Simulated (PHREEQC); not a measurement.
Na2HPO4 is added in steps, without added water, to 1 kg of water holding 24 mmol/kgw NH3 and 2.9 mmol/kgw CO2, at 20 °C. O2 is buffered at 0.21 atm. CO2 from the air is kept out. Only these solids could form: Nahcolite, Natron.

Base run: PHREEQC, ion-association model, wateq4f.dat. Each further column changes one thing. The table gives pH.

```csv
Na2HPO4 added (mol),base,0.0024 mol/kgw KOH added,CO2 from 0.0029 to 0.00319 mol/kgw,NH3 left out,no solid may form
0,10.11,10.40,10.07,…,10.11
0.003,10.11,10.39,10.07,6.75,10.11
0.0045,10.11,10.38,10.07,7.02,10.11
0.0075,10.11,10.37,10.07,…,10.11
0.009,10.11,10.37,10.07,7.39,10.11
0.012,10.10,10.35,10.06,7.52,10.10
0.015,10.10,10.34,10.06,…,10.10
0.0165,10.10,10.34,10.06,7.66,10.10
0.0195,10.09,10.33,10.05,7.72,10.09
0.021,10.09,10.32,10.05,7.75,10.09
0.024,10.09,10.31,10.05,7.80,10.09
```

Some entries are withheld; supply them.


- 0, NH3 left out: 4.46
- 0.0075, NH3 left out: 7.31
- 0.015, NH3 left out: 7.62

H3PO4, which wateq4f.dat lacks, is added to it with the constant of phreeqc.dat.
